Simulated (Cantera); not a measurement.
An isothermal, constant-pressure homogeneous reactor starts with NH₃ : H₂ = 1 : 4 (molar parts), at 1525 K and 0.0300 bar. Integrator tolerance rtol = 1e-08.

Model: the gas-phase N/H chemistry of the illustrative SiF4/NH3 mechanism in the Surface Chemkin manual (1991), integrated in Cantera. Walls and surfaces, which speed up NH3 decomposition in real reactors, are not modelled.

### Question
What does this change do: pressure from 0.0300 bar to 0.0133 bar?

### Answer
| quantity | before | after |
|---|---|---|
| x(NH₃) at 40.0 s | 0.186 (gas-phase equilibrium 4.31e-7) | 0.192 (gas-phase equilibrium 1.91e-7) |
| x(H₂) at 40.0 s | 0.808 (gas-phase equilibrium 0.917) | 0.805 (gas-phase equilibrium 0.916) |
| x(N₂H₄) at 40.0 s | 1.69e-9 (gas-phase equilibrium <1e-12) | 9.47e-10 (gas-phase equilibrium <1e-12) |
| x(NH₂) at 40.0 s | 2.71e-5 (gas-phase equilibrium 1.39e-10) | 3.04e-5 (gas-phase equilibrium 9.29e-11) |
| x(N₂) at 40.0 s | 0.00594 (gas-phase equilibrium 0.0833) | 0.00329 (gas-phase equilibrium 0.0833) |

### Question
What does this change do: pressure from 0.0300 bar to 0.0510 bar?

### Answer
```tsv
quantity	before	after
x(NH₃) at 40.0 s	0.186 (gas-phase equilibrium 4.31e-7)	0.180 (gas-phase equilibrium 7.33e-7)
x(H₂) at 40.0 s	0.808 (gas-phase equilibrium 0.917)	0.811 (gas-phase equilibrium 0.917)
x(N₂H₄) at 40.0 s	1.69e-9 (gas-phase equilibrium <1e-12)	2.33e-9 (gas-phase equilibrium <1e-12)
x(NH₂) at 40.0 s	2.71e-5 (gas-phase equilibrium 1.39e-10)	2.43e-5 (gas-phase equilibrium 1.82e-10)
x(N₂) at 40.0 s	0.00594 (gas-phase equilibrium 0.0833)	0.00811 (gas-phase equilibrium 0.0833)
```
